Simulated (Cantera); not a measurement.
A closed system holds: 1 mol FeS, 0.21 mol O₂, a varied amount of H₂O, held at 1148.15 K and 1.20 bar.

Equilibrium computed with Cantera from the NASA thermochemical tables; the gas is ideal and each condensed phase is pure. Candidate condensed phases: Fe, FeO, Fe(OH)₂, Fe(OH)₃, FeS, FeSO₄, FeS₂, Fe₂O₃, Fe₂(SO₄)₃, Fe₃O₄, H₂O, H₂SO₄, S; 22 gas species. Mutual solubility and eutectic melting of coexisting phases are not modelled. FeS: taken at fixed stoichiometry. Gases not in the tables: S₃ to S₇. The numbers say what is thermodynamically allowed, not how fast it happens.

### Question
At 0.089 mol H₂O, list the 6 most abundant gas species with their mole fractions, and the condensed phases.

### Answer
SO₂ 0.558, H₂O 0.399, S₂ 0.0274, H₂S 0.0108, S₂O 0.00289, H₂ 0.00178. Condensed: FeS(s) + Fe₃O₄(s).
